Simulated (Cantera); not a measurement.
A freely propagating, adiabatic, planar premixed flame of 3.19 % CH₄, 1.40 % C₂H₆, 1.34 % C₃H₈, 19.8 % O₂, 74.3 % N₂, equivalence ratio 0.91, unburnt at 700 K and 1.68 atm; mixture-averaged transport, grid criteria slope 0.08 and curve 0.16, no radiation.

Model: GRI-Mech 3.0 (53 species, 325 reactions), integrated in Cantera. GRI-Mech 3.0 was tuned for natural gas; its chemistry of propane as a main component is partial and can be far from experiment. Burning velocities carry a grid error of a few per cent, more on coarse grids.

Q: Predict: laminar burning velocity; thermal thickness; peak x(C₂H₂); peak x(C₂H); peak x(H₂).

A: 
| Quantity | Value |
|---|---|
| laminar burning velocity | 167 cm/s |
| thermal thickness | 0.180 mm |
| peak x(C₂H₂) | 0.000727 |
| peak x(C₂H) | 1.83e-6 |
| peak x(H₂) | 0.0187 |
